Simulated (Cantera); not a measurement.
An isothermal, constant-pressure homogeneous reactor starts with CO : O₂ : H₂O : N₂ = 0.0014 : 0.0047 : 0.003 : 1 (molar parts), at 1150 K and 255 Torr. Integrator tolerance rtol = 1e-08.

Cantera simulation using GRI-Mech 3.0 (53 species, 325 reactions); the numbers are that mechanism's predictions, not measurements.

Q: What does this change do: 0.041 parts H2 added?

A: 
```csv
quantity,before,after
x(CO) at 20.0 s,1.46e-9 (gas-phase equilibrium 1.95e-10),0.00103 (gas-phase equilibrium 0.00102)
x(O₂) at 20.0 s,0.00397 (gas-phase equilibrium 0.00396),<1e-12 (gas-phase equilibrium <1e-12)
x(H₂O) at 20.0 s,0.00297 (gas-phase equilibrium 0.00297),0.0116 (gas-phase equilibrium 0.0115)
x(CO₂) at 20.0 s,0.00139 (gas-phase equilibrium 0.00139),0.000308 (gas-phase equilibrium 0.000323)
x(NO₂) at 20.0 s,8.32e-11 (gas-phase equilibrium 3.52e-8),<1e-12 (gas-phase equilibrium <1e-12)
x(H₂O₂) at 20.0 s,7.53e-12 (gas-phase equilibrium 1.64e-12),<1e-12 (gas-phase equilibrium <1e-12)
x(N₂O) at 20.0 s,8.61e-8 (gas-phase equilibrium 9.63e-10),<1e-12 (gas-phase equilibrium <1e-12)
```
